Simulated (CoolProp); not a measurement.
The numbers come from the reference Helmholtz-energy equation of state, Lemmon 2004 in CoolProp. It is a short technical equation, of lower accuracy than the large ones.

### Question
For n-dodecane, give the phase and the cp (kJ/(kg K)), isothermal compressibility (1/MPa), expansivity (1/kK), conductivity (mW/(m K)) at 237.35 °C and 6.82 MPa; 237.35 °C and 8.33 MPa; 237.35 °C and 9.09 MPa.

### Answer
- 237.35 °C and 6.82 MPa: liquid; cp 3.00, isothermal compressibility 0.00429, expansivity 1.39, conductivity 96.8
- 237.35 °C and 8.33 MPa: liquid; cp 3.00, isothermal compressibility 0.00402, expansivity 1.34, conductivity 98.0
- 237.35 °C and 9.09 MPa: liquid; cp 2.99, isothermal compressibility 0.00390, expansivity 1.31, conductivity 98.5

Thermal conductivity comes from a separate model (Huber 2004).
